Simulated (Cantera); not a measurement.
Feed: 1 mol Cu₂O, 0.3 mol CH₄, 0.48 mol CO, held at 2600 K and 110000 Pa.

Cantera equilibrium calculation (NASA polynomials, part measured and part estimated; ideal gas, pure solids and liquids). Candidate condensed phases: C, C₆H₆, C₇H₈, C₈H₁₈, Cu, CuO, Cu(OH)₂, Cu₂O, H₂O; 113 gas species. Rates play no part.

Base state: CO 0.275, Cu 0.274, H₂O 0.225, CO₂ 0.126, H₂ 0.0757, H 0.0101, OH 0.00691, Cu₂ 0.00514 (mole fractions); condensed: Cu(l).

What changes in the equilibrium state with this change: CH₄ from 0.3 to 3.4 mol?


```json
[
 {"species": "H₂", "before": "0.0757", "after": "0.629"},
 {"species": "Cu", "before": "0.274", "after": "0.187"},
 {"species": "CO", "before": "0.275", "after": "0.142"},
 {"species": "H₂O", "before": "0.225", "after": "1.88e-6"},
 {"species": "C₂H₂ (acetylene)", "before": "<1e-9", "after": "0.0102"},
 {"species": "CO₂", "before": "0.126", "after": "6.59e-8"},
 {"species": "H", "before": "0.0101", "after": "0.0290"},
 {"species": "O₂", "before": "0.000719", "after": "<1e-9"},
 {"species": "O", "before": "0.000595", "after": "<1e-9"},
 {"species": "Cu(l), mol", "before": "1.45", "after": "0"},
 {"species": "C(graphite), mol", "before": "0", "after": "2.18"}
]
```

What changes in the equilibrium state with this change: temperature from 2600 K to 1548.15 K?


```
species       before    after
----------  --------  -------
CO             0.275    0.340
H₂O            0.225    0.282
CO₂            0.126    0.225
Cu             0.274  1.64e-5
H₂            0.0757    0.153
H             0.0101  1.15e-5
O₂          0.000719    <1e-9
O           0.000595    <1e-9
Cu₂          0.00514  8.68e-9
CuO         0.000522    <1e-9
OH           0.00691  7.09e-7
Cu(l), mol      1.45     2.00
```

What changes in the equilibrium state with this change: pressure from 110000 Pa to 10.0 Pa?


| species | before | after |
|---|---|---|
| Cu | 0.274 | 0.433 |
| H | 0.0101 | 0.247 |
| CO | 0.275 | 0.167 |
| H₂O | 0.225 | 0.000262 |
| O | 0.000595 | 0.139 |
| CO₂ | 0.126 | 0.00163 |
| H₂ | 0.0757 | 0.00416 |
| Cu₂ | 0.00514 | 1.17e-6 |
| CuO | 0.000522 | 1.75e-5 |
| O₂ | 0.000719 | 0.00356 |
| OH | 0.00691 | 0.00361 |
| Cu(l), mol | 1.45 | 0 |
